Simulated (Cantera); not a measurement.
Input (Python, Cantera) and output of one run.

```python
import numpy as np
import cantera as ct

gas_names = """
    Ba BaF BaF2 F F2 H HF H2 H2F2 H3F3 H4F4 H5F5 H6F6 H7F7
""".split()
cond_names = """
    Ba(cr) Ba(L) BaF2(a) BaF2(b,c) BaF2(L)
""".split()


def load(file, names, dense=False):
    # The tables refer to 1 bar. Condensed volumes are neglected.
    table = {s.name: s for s in ct.Species.list_from_file(file)}
    out = []
    for n in names:
        d = dict(table[n].input_data)
        d["thermo"] = dict(d["thermo"], **{"reference-pressure": 1e5})
        if dense:
            d["equation-of-state"] = {"model": "constant-volume", "density": "1e6 g/cm^3"}
        out.append(ct.Species.from_dict(d))
    return out


gas = ct.Solution(thermo="ideal-gas", species=load("nasa_gas.yaml", gas_names))
cond = {s.name: ct.Solution(thermo="fixed-stoichiometry", species=[s], name=s.name)
        for s in load("nasa_condensed.yaml", cond_names, dense=True)}
atoms = {
    'BaF2': {'Ba': 1, 'F': 2},
    'HF': {'H': 1, 'F': 1},
    'H2': {'H': 2},
}
top_T = {}  # K; cautious upper limits of use, not melting points


def equilibrate(T, P, feed):
    n = {}
    for name, mol in feed.items():
        for a, k in atoms[name].items():
            n[a] = n.get(a, 0.0) + k * mol
    gas.TPX = T, P, n
    mass = sum(n.values()) * gas.mean_molecular_weight
    gas.equilibrate("TP")
    valid = [c for c in cond.values() if c.min_temp <= T <= top_T.get(c.name, c.max_temp)]
    mix = ct.Mixture([(gas, mass / gas.mean_molecular_weight)] + [(c, 0.0) for c in valid])
    mix.T, mix.P = T, P
    mix.equilibrate("TP", solver="vcs", rtol=1e-11, max_steps=5000)
    return mix


results = []
feed = {'BaF2': 1, 'HF': 0.58, 'H2': 14}  # mol
P = 100000  # Pa
for T in [873, 973, 1073, 1173, 1273, 1373, 1473, 1573, 1673, 1773, 1873]:
    mix = equilibrate(T, P, feed)
    results.append((T, P, feed, dict(zip(mix.species_names, mix.species_moles))))

top = {s: max(r[3][s] / sum(r[3][g] for g in gas_names) for r in results) for s in gas_names}
cols = sorted((s for s in top if top[s] > 0.001), key=lambda s: -top[s])[:9]
seen = [c for c in cond_names if any(r[3].get(c, 0) > 1e-12 for r in results)]
print("log10 of partial pressures in bar; condensed amounts in mol")
print(f"{'T/K':>10s}" + "".join(f"{s[:9]:>10s}" for s in cols + seen))
for T, P, feed, n in results:
    ng = sum(n[g] for g in gas_names)
    print(f"{T:10.4g}" + "".join(f"{np.log10(max(n[s] / ng * P / 1e5, 1e-99)):10.3f}" for s in cols)
          + "".join(f"{n.get(c, 0):10.4g}" for c in seen))
```

Result:

```
log10 of partial pressures in bar; condensed amounts in mol
       T/K        H2        HF      BaF2   BaF2(a) BaF2(b,c)   BaF2(L)
       873    -0.018    -1.400   -13.979         1         0         0
       973    -0.018    -1.400   -11.585         1         0         0
      1073    -0.018    -1.400    -9.654         1         0         0
      1173    -0.018    -1.400    -8.073         1         0         0
      1273    -0.018    -1.400    -6.763         1         0         0
      1373    -0.018    -1.400    -5.665         1         0         0
      1473    -0.018    -1.400    -4.734    0.9997         0         0
      1573    -0.018    -1.400    -3.940         0    0.9983         0
      1673    -0.018    -1.401    -3.264         0         0     0.992
      1773    -0.019    -1.401    -2.701         0         0    0.9708
      1873    -0.021    -1.402    -2.205         0         0    0.9073
```

These are equilibrium values from Cantera (NASA tables, ideal gas, pure condensed phases), not measurements of a reactor.
